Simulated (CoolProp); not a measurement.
The fluid at 293.15 K and 10.2 MPa flows at 0.67 m/s in a round tube of 1 mm bore and 15 µm roughness, fully developed (64/Re and Nu = 3.66 if laminar; Colebrook and Gnielinski if turbulent). The same conditions are run with several fluids, on thermodynamics alone (safety and materials aside).

Model: reference Helmholtz-energy equation of state of each fluid (oxygen: Schmidt 1985; CF4 (R14): Platzer 1990; dry air: Lemmon 2000; C2F6 (R116): Lemmon 2006), in CoolProp. The equations of Platzer and Polt are older, rougher fits. Blends and air are pseudo-pure fits.

```tsv
fluid	Reynolds number	Darcy friction factor	pressure drop (Pa/m)	heat-transfer coefficient (W/(m² K))	mass flow (kg/h)
oxygen	4140	0.0529	1680	607	0.268
CF4 (R14)	11200	0.0475	5840	1860	1.04
dry air	4020	0.0531	1460	573	0.232
C2F6 (R116)	6290	0.0501	13400	2370	2.26
```

Transport values come from each fluid's own correlations; those of CF4 (R14), C2F6 (R116) are estimates that may be off by 10 % or more.
